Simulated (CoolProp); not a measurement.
Saturation properties of R115.

Model: reference Helmholtz-energy equation of state, Lemmon 2016, in CoolProp.

| T (°C) | p (bar) | liquid density (kg/m³) | vapour density (kg/m³) | enthalpy of vaporisation (kJ/kg) | liquid cp (kJ/(kg K)) |
|---|---|---|---|---|---|
| -60.65 | 0.3470 | 1619 | 3.093 | 133.1 | 0.9001 |
| -54.95 | 0.4726 | 1600 | 4.125 | 131.1 | 0.9084 |
| -49.35 | 0.6290 | 1582 | 5.384 | 129.1 | 0.9170 |
| -43.65 | 0.8275 | 1562 | 6.955 | 127.0 | 0.9264 |
| -37.95 | 1.072 | 1542 | 8.862 | 124.9 | 0.9364 |
| -32.35 | 1.364 | 1522 | 11.11 | 122.7 | 0.9468 |
| -26.65 | 1.720 | 1502 | 13.83 | 120.4 | 0.9581 |
| -21.05 | 2.135 | 1481 | 16.98 | 118.1 | 0.9699 |
| -15.35 | 2.633 | 1460 | 20.73 | 115.6 | 0.9826 |
| -9.75 | 3.202 | 1438 | 25.03 | 113.1 | 0.9960 |
| -4.05 | 3.872 | 1415 | 30.09 | 110.4 | 1.011 |
| 1.55 | 4.628 | 1392 | 35.84 | 107.6 | 1.026 |

It boils at -39.2 °C under 1 atm.
